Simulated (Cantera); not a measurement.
**Low-pressure radical oxidation in H2/O2**

An isothermal, constant-pressure homogeneous reactor starts with H₂ : O₂ = 0.061 : 1 (molar parts), equivalence ratio 0.030, at 1000 K and 510 Pa.

Cantera simulation using the H2/O2 subset of GRI-Mech 3.0, which has no nitrogen chemistry; the numbers are that mechanism's predictions, not measurements. Radical loss at walls, strong at low pressure, is not modelled. The temperature is held fixed by assumption; the heat of reaction is taken as removed at once.

```json
[
 {"t (s)": "2.00e-6", "x H₂": "0.0575", "x O₂": "0.943", "x HO₂": "<1e-12", "x H": "<1e-12", "x H₂O₂": "<1e-12"},
 {"t (s)": "6.59e-6", "x H₂": "0.0575", "x O₂": "0.943", "x HO₂": "1.33e-12", "x H": "1.31e-12", "x H₂O₂": "<1e-12"},
 {"t (s)": "2.17e-5", "x H₂": "0.0575", "x O₂": "0.943", "x HO₂": "4.37e-12", "x H": "4.24e-12", "x H₂O₂": "<1e-12"},
 {"t (s)": "7.17e-5", "x H₂": "0.0575", "x O₂": "0.943", "x HO₂": "1.44e-11", "x H": "1.32e-11", "x H₂O₂": "<1e-12"},
 {"t (s)": "0.000236", "x H₂": "0.0575", "x O₂": "0.943", "x HO₂": "4.76e-11", "x H": "3.88e-11", "x H₂O₂": "<1e-12"},
 {"t (s)": "0.000779", "x H₂": "0.0575", "x O₂": "0.943", "x HO₂": "1.57e-10", "x H": "1.34e-10", "x H₂O₂": "<1e-12"},
 {"t (s)": "0.00257", "x H₂": "0.0575", "x O₂": "0.943", "x HO₂": "5.33e-10", "x H": "1.58e-9", "x H₂O₂": "<1e-12"},
 {"t (s)": "0.00847", "x H₂": "0.0575", "x O₂": "0.943", "x HO₂": "3.15e-8", "x H": "2.54e-6", "x H₂O₂": "7.08e-12"},
 {"t (s)": "0.0279", "x H₂": "0.00158", "x O₂": "0.909", "x HO₂": "2.95e-6", "x H": "0.0142", "x H₂O₂": "4.23e-8"},
 {"t (s)": "0.0920", "x H₂": "0.000612", "x O₂": "0.924", "x HO₂": "2.63e-6", "x H": "0.00503", "x H₂O₂": "3.60e-8"},
 {"t (s)": "0.303", "x H₂": "0.000135", "x O₂": "0.937", "x HO₂": "1.73e-6", "x H": "0.000499", "x H₂O₂": "3.94e-8"},
 {"t (s)": "1.00", "x H₂": "1.37e-5", "x O₂": "0.940", "x HO₂": "5.90e-7", "x H": "1.67e-5", "x H₂O₂": "2.99e-8"}
]
```
x: mole fraction; the columns are a selection and need not sum to one.

Equilibrium at this temperature and pressure: H₂ 7.52e-11, O₂ 0.941, HO₂ 5.90e-10, H <1e-12, H₂O₂ 1.15e-11 (gas phase only).
